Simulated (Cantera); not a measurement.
A closed system holds: 1 mol SiH₄, 0.32 mol H₂O, 1.7 mol N₂, equilibrated at 2000 K and 21000 Pa.

Equilibrium computed with Cantera from the NASA thermochemical tables; the gas is ideal and each condensed phase is pure. Candidate condensed phases: H₂O, Si, SiO₂, Si₂N₂O, Si₃N₄; 35 gas species. Mutual solubility and eutectic melting of coexisting phases are not modelled. The tables' values for SiN are old estimates; treat these amounts as uncertain. Gases not in the tables: Si₂H₆ and higher silanes. Rates play no part.

Base state: H₂ 0.557, N₂ 0.386, SiO 0.0536, H 0.00265, Si 0.000207, SiH₂ 5.92e-5, SiH 4.81e-5, Si₂N 2.02e-5 (mole fractions); condensed: Si(l) + Si₂N₂O(s).

Task: What changes in the equilibrium state with this change: SiH₄ replaced by TEOS?

Result: 
```csv
species,before,after
H₂,0.557,0.627
CO,0,0.262
N₂,0.386,0.102
SiO,0.0536,0.00244
HCN,0,0.00373
C₂H₂ (acetylene),0,0.000481
HNC,0,0.000212
CH₄,0,3.50e-5
Si₂N,2.02e-5,3.12e-8
"Si(l), mol",0.581,0
"Si₂N₂O(s), mol",0.0977,0
"C(graphite), mol",0,2.68
"SiC(s), mol",0,0.960
```
The feed counts by its element totals alone. Further candidate phases: C, C₆H₆, C₇H₈, C₈H₁₈, SiC.
